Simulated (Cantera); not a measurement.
Charge: 1 mol Ta2O5, a varied amount of H2, 0.036 mol H2O, at 0.195 Torr.

These are equilibrium values from Cantera (NASA tables, ideal gas, pure condensed phases), not measurements of a reactor. Candidate condensed phases: H2O, Ta, Ta2O5; 12 gas species. Mutual solubility and eutectic melting of coexisting phases are not modelled. Condensed phases not in the tables: N, O or C dissolved in the metal. Kinetics and transport are ignored.

What condenses at these points (T in K, n(H2) in mol): (1073, 510); (1073, 270); (1598, 980); (1673, 510); (1748, 270)?


| T (K) | n(H2) in mol | condensed phases | Ta condensed (%) |
|---|---|---|---|
| 1073 | 510 | Ta2O5 | 100.0 |
| 1073 | 270 | Ta2O5 | 100.0 |
| 1598 | 980 | Ta + Ta2O5 | 100.0 |
| 1673 | 510 | Ta + Ta2O5 | 99.9 |
| 1748 | 270 | Ta + Ta2O5 | 99.6 |
